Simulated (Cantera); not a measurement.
Charge: 1 mol V, 14 mol N2, at 1825 K and 0.0133 bar.

Cantera equilibrium calculation (NASA polynomials, part measured and part estimated; ideal gas, pure solids and liquids). Candidate condensed phases: V, VN; 4 gas species. VN: taken at fixed stoichiometry. Condensed phases not in the tables: V2N. The numbers say what is thermodynamically allowed, not how fast it happens.

Base state: N2 1.000 (mole fractions); condensed: VN(s).

What changes in the equilibrium state with this change: temperature from 1825 K to 2748 K?


```json
[
 {"species": "N2", "before": "1.000", "after": "0.933"},
 {"species": "V", "before": "1.09e-6", "after": "0.0667"},
 {"species": "N", "before": "<1e-9", "after": "1.98e-5"},
 {"species": "VN", "before": "<1e-9", "after": "1.17e-5"},
 {"species": "VN(s), mol", "before": "1.000", "after": "0"}
]
```
